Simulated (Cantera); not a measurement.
Feed: 1 mol Si, 0.74 mol F₂, 26 mol N₂, equilibrated at 1400 K and 7.50 Torr.

These are equilibrium values from Cantera (NASA tables, ideal gas, pure condensed phases), not measurements of a reactor. Candidate condensed phases: Si, Si₃N₄; 16 gas species. N₂ is the only nitrogen source here; it is nearly inert below about 1500 K, so the nitride shown seldom forms there in practice. The tables' values for SiF₃, SiF₂ are old estimates; treat these amounts as uncertain. Rates play no part.

Base state: N₂ 0.985, SiF₄ 0.0130, SiF₃ 0.00153, SiF₂ 0.000123 (mole fractions); condensed: Si₃N₄(s).

Task: What changes in the equilibrium state with this change: F₂ from 0.74 to 1.5 mol?

Result: 
```
species          before     after
-------------  --------  --------
N₂                0.985     0.971
SiF₄             0.0130    0.0262
SiF₃            0.00153   0.00259
SiF₂           0.000123  0.000176
Si₃N₄(s), mol     0.206    0.0768
```
